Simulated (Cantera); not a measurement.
Feed: 1 mol HBr, 0.051 mol H2, 0.56 mol O2, equilibrated at 2.30e7 Pa.

These are equilibrium values from Cantera (NASA tables, ideal gas, pure condensed phases), not measurements of a reactor. Candidate condensed phases: Br2, H2O; 25 gas species. Ions and electrons are included (thermal ionisation). The ideal-gas law is rough above about 30 bar. Equilibrium is a limit: real reactors are often held back by kinetics, nucleation or transport. All values below are at 3750 K.

Base state: Br 0.359, H2O 0.181, O2 0.176, HBr 0.159, OH 0.0639, O 0.0246, Br2 0.0187, H2 0.00965 (mole fractions); condensed: gas only.

### Question
What changes in the equilibrium state with this change: pressure from 2.30e7 Pa to 133 Pa?

### Answer
```tsv
species	before	after
O	0.0246	0.347
H	0.00649	0.342
Br	0.359	0.311
H2O	0.181	2.39e-7
Br2	0.0187	8.07e-8
HBr	0.159	4.20e-5
O2	0.176	0.000203
OH	0.0639	0.000275
HO2	0.000583	<1e-9
H2O2	5.05e-5	<1e-9
H2	0.00965	0.000155
```

### Question
What changes in the equilibrium state with this change: pressure from 2.30e7 Pa to 1000 Pa?

### Answer
| species | before | after |
|---|---|---|
| O | 0.0246 | 0.344 |
| H | 0.00649 | 0.339 |
| Br | 0.359 | 0.312 |
| H2O | 0.181 | 1.31e-5 |
| Br2 | 0.0187 | 6.10e-7 |
| HBr | 0.159 | 0.000314 |
| O2 | 0.176 | 0.00150 |
| OH | 0.0639 | 0.00203 |
| HO2 | 0.000583 | 1.13e-8 |
| H2O2 | 5.05e-5 | <1e-9 |
| H2 | 0.00965 | 0.00114 |
